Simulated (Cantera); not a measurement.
## Thermodynamics of nitride etching, feed Si3N4 + H2

Input: 1 mol Si3N4, a varied amount of H2, held at 0.133 bar.

Method: chemical equilibrium by Gibbs-energy minimisation in Cantera with the NASA 1993 tables (ideal gas, pure condensed phases). Candidate condensed phases: Si, Si3N4; 18 gas species. Mutual solubility and eutectic melting of coexisting phases are not modelled. Rates play no part.

### Question
Map the stable condensed phases over T = 1675, 1700, 1725, 1750, 1775, 1800, 1825, 1850, 1875, 1900, 1925, 1950 K and n(H2) in mol = 5.4, 11, 22, 46, 93, 190, 380.

### Answer
```
T in K \ n(H2) in mol
         5.4  11  22  46  93 190 380
   1950    A   A   A   A   A   A   A
   1925    A   A   A   A   A   A   A
   1900    A   A   A   A   A   A   A
   1875    B   A   A   A   A   A   A
   1850    B   B   A   A   A   A   A
   1825    B   B   A   A   A   A   A
   1800    B   B   B   A   A   A   A
   1775    B   B   B   A   A   A   A
   1750    B   B   B   B   A   A   A
   1725    B   B   B   B   B   A   A
   1700    B   B   B   B   B   A   A
   1675    B   B   B   B   B   B   A
```
A: Si; B: Si + Si3N4.
